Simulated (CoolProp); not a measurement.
Hydrogen chloride along the isotherm 355.3 K: Z from the reference equation and from simpler models built on Tc = 324.7 K, pc = 8.314 MPa, ω = 0.130; each cubic takes its own stable root.

The numbers come from the reference Helmholtz-energy equation of state, Thol 2018 in CoolProp.

```json
[
 {"p (MPa)": "0.831", "phase": "gas", "reference": "0.9714"},
 {"p (MPa)": "1.66", "phase": "gas", "reference": "0.9421"},
 {"p (MPa)": "2.49", "phase": "gas", "reference": "0.9122"},
 {"p (MPa)": "3.33", "phase": "gas", "reference": "0.8811"},
 {"p (MPa)": "4.16", "phase": "gas", "reference": "0.8495"},
 {"p (MPa)": "4.99", "phase": "gas", "reference": "0.8169"},
 {"p (MPa)": "5.82", "phase": "gas", "reference": "0.7831"},
 {"p (MPa)": "6.65", "phase": "gas", "reference": "0.7481"},
 {"p (MPa)": "7.48", "phase": "gas", "reference": "0.7116"},
 {"p (MPa)": "8.31", "phase": "gas", "reference": "0.6734"},
 {"p (MPa)": "9.14", "phase": "supercritical", "reference": "0.6331"},
 {"p (MPa)": "9.98", "phase": "supercritical", "reference": "0.5898"},
 {"p (MPa)": "10.8", "phase": "supercritical", "reference": "0.5448"},
 {"p (MPa)": "11.6", "phase": "supercritical", "reference": "0.4983"},
 {"p (MPa)": "12.5", "phase": "supercritical", "reference": "0.4449"}
]
```

Problem. How far does each simpler model (van der Waals, Redlich-Kwong, Soave-Redlich-Kwong, Peng-Robinson) lie from the reference over these 15 states: mean and median of the absolute difference, and the worst?

Solution. 
- van der Waals: mean 2.3 %, median 2.1 %, worst -7.0 % at 355.3 K and 11.6 MPa
- Redlich-Kwong: mean 1.4 %, median 1.4 %, worst +4.8 % at 355.3 K and 12.5 MPa
- Soave-Redlich-Kwong: mean 3.5 %, median 2.6 %, worst +12.0 % at 355.3 K and 12.5 MPa
- Peng-Robinson: mean 0.8 %, median 0.5 %, worst +5.2 % at 355.3 K and 12.5 MPa
